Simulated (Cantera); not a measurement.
Charge: 1 mol Fe2O3, 2.5 mol Cl2, 9.2 mol O2, held at 1850 K and 1.80 Torr.

These are equilibrium values from Cantera (NASA tables, ideal gas, pure condensed phases), not measurements of a reactor. Candidate condensed phases: Fe, FeCl2, FeCl3, FeO, Fe2O3, Fe3O4; 13 gas species. The numbers say what is thermodynamically allowed, not how fast it happens.

Base state: O2 0.761, FeCl2 0.126, Cl 0.110, O 0.00343, Cl2 0.000183, FeO 0.000103, ClO 7.97e-5, FeCl3 5.29e-5 (mole fractions); condensed: Fe3O4(s).

Problem. What changes in the equilibrium state with this change: temperature from 1850 K to 1500 K?

Solution. 
```csv
species,before,after
O2,0.761,0.778
FeCl2,0.126,0.136
Cl,0.110,0.0797
Fe,1.51e-5,<1e-9
FeO,0.000103,1.36e-8
"Fe3O4(s), mol",0.0861,0.0388
```
